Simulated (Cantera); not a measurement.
**Low-pressure radical oxidation in H2/O2**

A perfectly stirred reactor is fed with 9.27 % H2, 66.2 % O2, 24.5 % N2, at 2670 Pa; it is held at 1123 K, and followed from long to short residence time.

Model: GRI-Mech 3.0 (53 species, 325 reactions), integrated in Cantera. Radical loss at walls, strong at low pressure, is not modelled. The temperature is held fixed by assumption; the heat of reaction is taken as removed at once.

```tsv
τ (s)	x H2	x O2	x H2O2	x O	x H2O	x HO2	x H
0.34	0.000556	0.644	3.01e-7	0.00194	0.0959	5.50e-6	0.000304
0.098	0.00116	0.642	3.62e-7	0.00419	0.0944	7.54e-6	0.00102
0.028	0.00240	0.637	4.11e-7	0.00856	0.0912	9.41e-6	0.00323
0.0081	0.00490	0.630	4.47e-7	0.0155	0.0845	1.06e-5	0.00880
0.0023	0.0103	0.623	4.93e-7	0.0220	0.0726	1.08e-5	0.0180
0.00067	0.0228	0.624	5.81e-7	0.0216	0.0559	1.02e-5	0.0232
0.00019	0.0538	0.640	5.02e-7	0.0122	0.0289	8.37e-6	0.0151
```
x: mole fraction; the columns are a selection and need not sum to one.
